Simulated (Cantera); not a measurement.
Charge: 1 mol C6H6, 5.3 mol CO2, held at 1550 K and 1.33 mbar.

Equilibrium computed with Cantera from the NASA thermochemical tables; the gas is ideal and each condensed phase is pure. Candidate condensed phases: C, C6H6, C7H8, C8H18, H2O; 110 gas species. Kinetics and transport are ignored.

Base state: CO 0.779, H2 0.220, H 0.000405 (mole fractions); condensed: C(graphite).

### Question
What changes in the equilibrium state with this change: temperature from 1550 K to 2575 K?

### Answer
| species | before | after |
|---|---|---|
| CO | 0.779 | 0.682 |
| H | 0.000405 | 0.247 |
| H2 | 0.220 | 0.0680 |
| C3 | <1e-9 | 0.00116 |
| C | <1e-9 | 0.000340 |
| C2H | <1e-9 | 0.000305 |
| C2 | <1e-9 | 0.000108 |
| C2H2 (acetylene) | 3.54e-6 | 0.00100 |
| C(graphite), mol | 0.700 | 0.596 |

### Question
What changes in the equilibrium state with this change: temperature from 1550 K to 2873.15 K?

### Answer
| species | before | after |
|---|---|---|
| CO | 0.779 | 0.636 |
| H | 0.000405 | 0.332 |
| H2 | 0.220 | 0.0133 |
| C3 | <1e-9 | 0.0101 |
| C | <1e-9 | 0.00607 |
| C2 | <1e-9 | 0.00179 |
| C2H | <1e-9 | 0.000633 |
| C(graphite), mol | 0.700 | 0 |

### Question
What changes in the equilibrium state with this change: temperature from 1550 K to 2098.15 K?

### Answer
```csv
species,before,after
CO,0.779,0.765
H2,0.220,0.197
H,0.000405,0.0375
C2H2 (acetylene),3.54e-6,0.000282
"C(graphite), mol",0.700,0.692
```
